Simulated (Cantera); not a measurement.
What does this Cantera script print?

```python
import numpy as np
import cantera as ct

gas = ct.Solution("gri30.yaml")
gas.TPX = 400, 740000, {'CH3OH': 0.74, 'O2': 2.03, 'N2': 7.62}
inlet = ct.Reservoir(gas, clone=True)
gas.equilibrate("HP")  # start burning
reactor = ct.IdealGasConstPressureReactor(gas, energy="on", clone=False)
exhaust = ct.Reservoir(gas, clone=True)
tau = [0.46, 0.16, 0.057, 0.02, 0.0072, 0.0026, 0.00091, 0.00032, 0.00011, 4e-05, 1.4e-05, 5.1e-06][0]
for a, b in ((inlet, reactor), (reactor, exhaust)):
    ct.MassFlowController(a, b, mdot=lambda t: reactor.mass / tau)
net = ct.ReactorNet([reactor])
show = ['CH3OH', 'O2', 'CO', 'HCO', 'O', 'HCN']

rows = []
print(f"{'tau/s':>10s}{'T/K':>9s}" + "".join(f"{s:>11s}" for s in show))
for tau in [0.46, 0.16, 0.057, 0.02, 0.0072, 0.0026, 0.00091, 0.00032, 0.00011, 4e-05, 1.4e-05, 5.1e-06]:
    net.initial_time = 0.0
    net.advance(30 * tau)
    before = gas.X
    net.advance(40 * tau)
    drift = np.max(np.abs(gas.X - before) / (gas.X + 1e-9))
    rows.append([gas.T, *gas[show].X, drift])
    print(f"{tau:10.3e}{gas.T:9.1f}" + "".join(f"{x:11.3e}" for x in gas[show].X))
```

Result:

```
     tau/s      T/K      CH3OH         O2         CO        HCO          O        HCN
 4.600e-01   1704.6  6.626e-07  8.545e-02  3.752e-05  1.129e-09  6.699e-06  2.489e-11
 1.600e-01   1704.0  1.649e-06  8.546e-02  8.417e-05  3.249e-09  9.060e-06  2.729e-11
 5.700e-02   1702.9  3.781e-06  8.550e-02  1.854e-04  9.131e-09  1.384e-05  3.255e-11
 2.000e-02   1700.6  8.460e-06  8.559e-02  4.089e-04  2.605e-08  2.306e-05  4.274e-11
 7.200e-03   1696.2  1.839e-05  8.580e-02  8.867e-04  7.247e-08  3.920e-05  5.935e-11
 2.600e-03   1686.6  4.080e-05  8.633e-02  1.968e-03  2.013e-07  6.614e-05  8.506e-11
 9.100e-04   1661.4  1.053e-04  8.789e-02  4.982e-03  5.810e-07  1.029e-04  1.250e-10
 3.200e-04    400.0  7.122e-02  1.954e-01 -2.536e-16 -1.390e-35  4.645e-32 -1.514e-24
 1.100e-04    400.0  7.122e-02  1.954e-01 -2.008e-19 -7.004e-41  3.380e-34 -1.199e-27
 4.000e-05    400.0  7.122e-02  1.954e-01 -1.268e-20 -4.412e-42  1.118e-35 -7.573e-29
 1.400e-05    400.0  7.122e-02  1.954e-01 -8.010e-22 -2.787e-43 -5.039e-37 -4.784e-30
 5.100e-06    400.0  7.122e-02  1.954e-01 -5.060e-23 -1.760e-44 -9.555e-38 -3.022e-31
```

Cantera simulation using GRI-Mech 3.0 (53 species, 325 reactions); the numbers are that mechanism's predictions, not measurements. GRI-Mech 3.0 was tuned for natural gas; its chemistry of methanol as a main component is partial and can be far from experiment.
